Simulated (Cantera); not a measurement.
**Pyrogenic steam for wet oxidation**

An isothermal, constant-pressure homogeneous reactor starts with 6.40 % H2, 4.93 % O2, 88.7 % N2, at 1325 K and 0.160 bar.

Computed with Cantera and the H2/O2 subset of GRI-Mech 3.0, which has no nitrogen chemistry. The temperature is held fixed by assumption; the heat of reaction is taken as removed at once.

```json
[
 {"t (s)": "4.00e-6", "x H2": "0.0640", "x O2": "0.0493", "x OH": "4.33e-11", "x H2O2": "<1e-12", "x HO2": "1.18e-9"},
 {"t (s)": "1.45e-5", "x H2": "0.0640", "x O2": "0.0493", "x OH": "3.74e-10", "x H2O2": "5.10e-12", "x HO2": "4.28e-9"},
 {"t (s)": "5.23e-5", "x H2": "0.0640", "x O2": "0.0493", "x OH": "3.48e-9", "x H2O2": "6.32e-11", "x HO2": "1.56e-8"},
 {"t (s)": "0.000189", "x H2": "0.0640", "x O2": "0.0493", "x OH": "3.06e-7", "x H2O2": "7.93e-10", "x HO2": "8.17e-8"},
 {"t (s)": "0.000684", "x H2": "0.00825", "x O2": "0.0237", "x OH": "0.00240", "x H2O2": "2.10e-7", "x HO2": "1.75e-6"},
 {"t (s)": "0.00247", "x H2": "0.00568", "x O2": "0.0211", "x OH": "0.00195", "x H2O2": "2.40e-7", "x HO2": "1.65e-6"},
 {"t (s)": "0.00894", "x H2": "0.00200", "x O2": "0.0185", "x OH": "0.00107", "x H2O2": "2.33e-7", "x HO2": "1.42e-6"},
 {"t (s)": "0.0323", "x H2": "0.000205", "x O2": "0.0178", "x OH": "0.000331", "x H2O2": "8.29e-8", "x HO2": "6.99e-7"},
 {"t (s)": "0.117", "x H2": "1.55e-5", "x O2": "0.0178", "x OH": "9.18e-5", "x H2O2": "1.33e-8", "x HO2": "1.02e-7"},
 {"t (s)": "0.423", "x H2": "2.11e-6", "x O2": "0.0178", "x OH": "3.44e-5", "x H2O2": "2.45e-9", "x HO2": "1.60e-8"},
 {"t (s)": "1.53", "x H2": "4.62e-7", "x O2": "0.0178", "x OH": "1.62e-5", "x H2O2": "6.05e-10", "x HO2": "4.99e-9"},
 {"t (s)": "5.53", "x H2": "1.87e-7", "x O2": "0.0178", "x OH": "1.03e-5", "x H2O2": "2.59e-10", "x HO2": "3.84e-9"},
 {"t (s)": "20.0", "x H2": "1.67e-7", "x O2": "0.0178", "x OH": "9.71e-6", "x H2O2": "2.34e-10", "x HO2": "3.82e-9"}
]
```
x: mole fraction; the columns are a selection and need not sum to one.

Equilibrium at this temperature and pressure: H2 1.67e-7, O2 0.0178, OH 9.71e-6, H2O2 2.34e-10, HO2 3.82e-9 (gas phase only).
